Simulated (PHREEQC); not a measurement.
# Alkaline etch or developer

Make-up at 25 °C: 0.033 mol/kgw NaOH and 0.0065 mol/kgw CO2. Closed to the air; pH follows from the charge balance.

Computed with PHREEQC (ion-association model, wateq4f.dat).

Precipitation was switched off in this run.

### Question
Estimate the pH.

### Answer
pH 12.22.

### Question
In which forms is Na present?

### Answer
Na+ 95 %, NaCO3- 4.5 % of the Na.
